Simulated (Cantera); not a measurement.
Charge: 1 mol Fe, 17 mol CO, 29 mol H2, 0.015 mol SO2, held at 29.3 Torr.

Method: chemical equilibrium by Gibbs-energy minimisation in Cantera with the NASA 1993 tables (ideal gas, pure condensed phases). Candidate condensed phases: C, C6H6, C7H8, C8H18, Fe, Fe(CO)5, FeO, Fe(OH)2, Fe(OH)3, FeS, FeSO4, FeS2, Fe2O3, Fe2(SO4)3, Fe3O4, H2O, H2SO4, S; 127 gas species. FeS: taken at fixed stoichiometry. Condensed phases not in the tables: cementite and carbon dissolved in iron. Kinetics and transport are ignored.

log p: log10 of the partial pressure in bar; n: condensed amount in mol.

```json
[
 {"T (K)": "848", "log p H2": "-1.61", "log p CO": "-2.01", "log p CO2": "-2.66", "log p H2O": "-2.75", "log p CH4": "-3.41", "log p H2S": "-5.18", "n C(graphite)": "3.80", "n Fe(α)": "0.992", "n FeS(s)": "0.00785", "n Fe(γ)": "0"},
 {"T (K)": "898", "log p H2": "-1.61", "log p CO": "-1.90", "log p CO2": "-3.04", "log p H2O": "-3.11", "log p CH4": "-3.71", "log p H2S": "-4.96", "n C(graphite)": "1.66", "n Fe(α)": "0.998", "n FeS(s)": "0.00233", "n Fe(γ)": "0"},
 {"T (K)": "948", "log p H2": "-1.61", "log p CO": "-1.86", "log p CO2": "-3.48", "log p H2O": "-3.49", "log p CH4": "-3.99", "log p H2S": "-4.90", "n C(graphite)": "0.610", "n Fe(α)": "1.00", "n FeS(s)": "0", "n Fe(γ)": "0"},
 {"T (K)": "998", "log p H2": "-1.61", "log p CO": "-1.85", "log p CO2": "-3.93", "log p H2O": "-3.85", "log p CH4": "-4.23", "log p H2S": "-4.90", "n C(graphite)": "0.206", "n Fe(α)": "1.00", "n FeS(s)": "0", "n Fe(γ)": "0"},
 {"T (K)": "1048", "log p H2": "-1.61", "log p CO": "-1.84", "log p CO2": "[?]", "log p H2O": "[?]", "log p CH4": "[?]", "log p H2S": "-4.90", "n C(graphite)": "[?]", "n Fe(α)": "1.00", "n FeS(s)": "0", "n Fe(γ)": "0"},
 {"T (K)": "1098", "log p H2": "-1.61", "log p CO": "-1.84", "log p CO2": "-4.72", "log p H2O": "-4.49", "log p CH4": "-4.66", "log p H2S": "-4.90", "n C(graphite)": "0.00456", "n Fe(α)": "1.00", "n FeS(s)": "0", "n Fe(γ)": "0"},
 {"T (K)": "1148", "log p H2": "-1.61", "log p CO": "-1.84", "log p CO2": "-4.93", "log p H2O": "-4.62", "log p CH4": "-4.99", "log p H2S": "-4.90", "n C(graphite)": "0", "n Fe(α)": "1.00", "n FeS(s)": "0", "n Fe(γ)": "0"},
 {"T (K)": "1198", "log p H2": "-1.61", "log p CO": "-1.84", "log p CO2": "[?]", "log p H2O": "-4.68", "log p CH4": "[?]", "log p H2S": "-4.90", "n C(graphite)": "0", "n Fe(α)": "0", "n FeS(s)": "0", "n Fe(γ)": "1.00"},
 {"T (K)": "1248", "log p H2": "-1.61", "log p CO": "-1.84", "log p CO2": "-5.13", "log p H2O": "-4.70", "log p CH4": "-5.73", "log p H2S": "-4.90", "n C(graphite)": "0", "n Fe(α)": "0", "n FeS(s)": "0", "n Fe(γ)": "1.00"},
 {"T (K)": "1298", "log p H2": "-1.61", "log p CO": "-1.84", "log p CO2": "-5.18", "log p H2O": "-4.71", "log p CH4": "-6.10", "log p H2S": "-4.91", "n C(graphite)": "0", "n Fe(α)": "0", "n FeS(s)": "0", "n Fe(γ)": "1.000"}
]
```

Q: Complete the blanks.

A: 
- 1048, log p CO2: -4.34
- 1048, log p H2O: -4.18
- 1048, log p CH4: -4.45
- 1048, n C(graphite): 0.0595
- 1198, log p CO2: -5.05
- 1198, log p CH4: -5.36
